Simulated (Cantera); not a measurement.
Charge: 1 mol MgCl₂, 4.4 mol O₂, 0.19 mol N₂, equilibrated at 1775 °C and 0.460 Pa.

Cantera equilibrium calculation (NASA polynomials, part measured and part estimated; ideal gas, pure solids and liquids). Candidate condensed phases: Mg, MgCl₂, MgO; 18 gas species. The numbers say what is thermodynamically allowed, not how fast it happens.

Question: What is the equilibrium state?

Answer: 
```json
{
 "x(O₂)": "0.365",
 "x(O)": "0.270",
 "x(Cl)": "0.228",
 "x(Mg)": "0.113",
 "x(N₂)": "0.0207",
 "x(NO)": "0.00186",
 "x(MgO)": "0.000623",
 "x(MgCl)": "0.000292",
 "x(MgCl₂)": "0.000158",
 "gas_amount": "8.767 mol",
 "log10 activity of Mg(l) (absent)": "-7.87"
}
```
